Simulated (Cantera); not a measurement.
## Equilibrium for iron carbonyl, mercury and lead vapours: Fe(CO)₅ + H₂

Feed: 1 mol Fe(CO)₅, 0.27 mol H₂, equilibrated at 1.20 bar.

These are equilibrium values from Cantera (NASA tables, ideal gas, pure condensed phases), not measurements of a reactor. Candidate condensed phases: C, C₆H₆, C₇H₈, C₈H₁₈, Fe, Fe(CO)₅, FeO, Fe(OH)₂, Fe(OH)₃, Fe₂O₃, Fe₃O₄, H₂O; 114 gas species. The tables' stoichiometric FeO is somewhat more stable than real wüstite, so its field is too wide. FeO: taken at fixed stoichiometry. Condensed phases not in the tables: cementite and carbon dissolved in iron. Kinetics and transport are ignored.

From 700 °C to 750 °C the condensed part is C(graphite) + FeO(s). From 800 °C to 900 °C the condensed part is C(graphite) + Fe(α). From 950 °C to 1000 °C the condensed part is C(graphite) + Fe(γ).

```csv
T (°C),x CO,x CO₂,x H₂,x H₂O,x CH₄,x H,x HCHO (formaldehyde),x HCOOH,n C(graphite),n FeO(s),n Fe(α),n Fe(γ)
700,0.549,0.363,0.0615,0.0252,0.000583,2.45e-10,2.29e-8,2.07e-8,2.19,1.00,0,0
750,0.708,0.215,0.0625,0.0145,0.000352,9.45e-10,2.90e-8,1.33e-8,1.80,1.00,0,0
800,0.827,0.116,0.0507,0.00654,0.000142,2.88e-9,2.67e-8,6.16e-9,0.573,0,1.00,0
850,0.889,0.0572,0.0506,0.00356,9.02e-5,8.75e-9,2.78e-8,3.22e-9,0.301,0,1.00,0
900,0.919,0.0283,0.0507,0.00198,6.00e-5,2.42e-8,2.81e-8,1.68e-9,0.154,0,1.00,0
950,0.934,0.0144,0.0508,0.00114,4.13e-5,6.19e-8,2.79e-8,9.02e-10,0.0804,0,0,1.00
1000,0.941,0.00763,0.0509,0.000684,2.92e-5,1.47e-7,2.76e-8,5.03e-10,0.0433,0,0,1.00
```
x: gas mole fraction; n: condensed amount in mol.
